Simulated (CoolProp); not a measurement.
R11 at 293.15 K and 0.0217 MPa is throttled through a valve to 0.00973 MPa with no heat exchange. Each further row changes one setting.

The numbers come from the reference Helmholtz-energy equation of state, Jacobsen 1992 in CoolProp.

```csv
case,temperature change (K),final density (kg/m³)
as stated,-0.5,0.551
outlet pressure 0.00292 MPa,-0.8,0.165
outlet pressure 0.0126 MPa,-0.4,0.714
```
